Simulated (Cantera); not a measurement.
Feed: 1 mol SiH2Cl2, 4.8 mol N2, 41 mol H2, equilibrated at 0.0620 bar.

These are equilibrium values from Cantera (NASA tables, ideal gas, pure condensed phases), not measurements of a reactor. Candidate condensed phases: NH4Cl, Si, Si3N4; 28 gas species. N2 is the only nitrogen source here; it is nearly inert below about 1500 K, so the nitride shown seldom forms there in practice. Mutual solubility and eutectic melting of coexisting phases are not modelled. Gases not in the tables: Si2H6 and higher silanes. Equilibrium is a limit: real reactors are often held back by kinetics, nucleation or transport.

Task: What share of the Si ends up in condensed phases as a function of T (°C), at 675, 750, 825, 900, 975, 1050, 1125, 1200, 1275, 1350, 1425, 1500, 1575?

Result: 
| T (°C) | Si condensed (%) | as |
|---|---|---|
| 675 | 100.0 | Si3N4(s) |
| 750 | 100.0 | Si3N4(s) |
| 825 | 100.0 | Si3N4(s) |
| 900 | 100.0 | Si3N4(s) |
| 975 | 100.0 | Si3N4(s) |
| 1050 | 99.9 | Si3N4(s) |
| 1125 | 99.7 | Si3N4(s) |
| 1200 | 99.1 | Si3N4(s) |
| 1275 | 97.5 | Si3N4(s) |
| 1350 | 94.3 | Si3N4(s) |
| 1425 | 88.3 | Si3N4(s) |
| 1500 | 79.5 | Si(l) + Si3N4(s) |
| 1575 | 80.3 | Si(l) |
